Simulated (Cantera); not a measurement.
A perfectly stirred reactor is fed with 8.91 % CH4, 2.85 % C2H6, 18.5 % O2, 69.7 % N2, at 3.70 bar; it is adiabatic with a 550 K inlet, and is followed from long to short residence time, starting on the burning branch (τ in s: 0.021, 0.0096, 0.0043, 0.002, 0.00088, 0.0004, 0.00018, 8.1e-05, 3.7e-05).

Computed with Cantera and GRI-Mech 3.0 (53 species, 325 reactions).

### Question
Predict: blow-out, bracketed by the residence times tried; x(CH4) at τ = 21.0 ms; x(C2H6) at τ = 21.0 ms; x(O2) at τ = 21.0 ms; x(OH) at τ = 21.0 ms; x(CH2) at τ = 21.0 ms; x(CH4) at τ = 0.880 ms; x(C2H6) at τ = 0.880 ms; x(O2) at τ = 0.880 ms; x(OH) at τ = 0.880 ms; x(CH2) at τ = 0.880 ms.

### Answer
- blow-out, bracketed by the residence times tried = burning at 0.180 ms, out at 81.0 µs
- x(CH4) at τ = 21.0 ms = 0.000877
- x(C2H6) at τ = 21.0 ms = 8.87e-7
- x(O2) at τ = 21.0 ms = 0.000213
- x(OH) at τ = 21.0 ms = 0.000170
- x(CH2) at τ = 21.0 ms = 1.45e-6
- x(CH4) at τ = 0.880 ms = 0.00326
- x(C2H6) at τ = 0.880 ms = 2.23e-5
- x(O2) at τ = 0.880 ms = 0.00294
- x(OH) at τ = 0.880 ms = 0.000328
- x(CH2) at τ = 0.880 ms = 1.52e-5
